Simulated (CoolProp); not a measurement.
CHF3 (R23) along the isotherm 334.8 K: fugacity coefficient from the reference equation and from simpler models built on Tc = 299.3 K, pc = 4832 kPa, ω = 0.263; each cubic takes its own stable root.

Model: reference Helmholtz-energy equation of state, Penoncello 2003, in CoolProp.

```csv
p (kPa),phase,reference
220,gas,0.9889
439,gas,0.9779
659,gas,0.9669
878,gas,0.9560
1100,gas,0.9450
1320,gas,0.9342
1540,gas,0.9235
1760,gas,0.9128
1980,gas,0.9021
2200,gas,0.8916
2420,gas,0.8811
```

**Question.** How far does each simpler model (van der Waals, Redlich-Kwong, Soave-Redlich-Kwong) lie from the reference over these 11 states: mean and median of the absolute difference, and the worst?

**Answer.** 
- van der Waals: mean 0.5 %, median 0.5 %, worst +0.8 % at 334.8 K and 2420 kPa
- Redlich-Kwong: mean 0.0 %, median 0.0 %, worst -0.0 % at 334.8 K and 2420 kPa
- Soave-Redlich-Kwong: mean 0.4 %, median 0.4 %, worst +0.8 % at 334.8 K and 2420 kPa
